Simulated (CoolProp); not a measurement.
Properties of oxygen at several states (Tc = 154.6 K, pc = 50.46 bar, ω = 0.022).

Values from CoolProp's reference Helmholtz-energy equation of state, Schmidt 1985. Above 300 K oxygen's equation is extrapolated.

```json
[
 {"T (K)": "299.3", "p (bar)": "0.134", "phase": "gas", "Z": "0.9999", "expansivity (1/kK)": "3.343", "conductivity (mW/(m K))": "26.4", "fugacity coefficient": "0.9999"},
 {"T (K)": "814.5", "p (bar)": "0.188", "phase": "gas", "Z": "1.000", "expansivity (1/kK)": "1.228", "conductivity (mW/(m K))": "?", "fugacity coefficient": "1.000"},
 {"T (K)": "130.7", "p (bar)": "0.758", "phase": "gas", "Z": "0.9918", "expansivity (1/kK)": "7.835", "conductivity (mW/(m K))": "12.0", "fugacity coefficient": "0.9919"},
 {"T (K)": "315.7", "p (bar)": "0.978", "phase": "gas", "Z": "0.9995", "expansivity (1/kK)": "3.176", "conductivity (mW/(m K))": "?", "fugacity coefficient": "0.9995"},
 {"T (K)": "725.9", "p (bar)": "3.37", "phase": "gas", "Z": "1.001", "expansivity (1/kK)": "1.378", "conductivity (mW/(m K))": "?", "fugacity coefficient": "1.001"},
 {"T (K)": "577.4", "p (bar)": "0.151", "phase": "gas", "Z": "1.000", "expansivity (1/kK)": "1.732", "conductivity (mW/(m K))": "?", "fugacity coefficient": "1.000"}
]
```

**Question.** What belongs in the gaps?

**Answer.** 
- 814.5, conductivity (mW/(m K)): 60.9
- 315.7, conductivity (mW/(m K)): 27.7
- 725.9, conductivity (mW/(m K)): 55.6
- 577.4, conductivity (mW/(m K)): 46.2

Thermal conductivity comes from a separate model (Lemmon 2004).
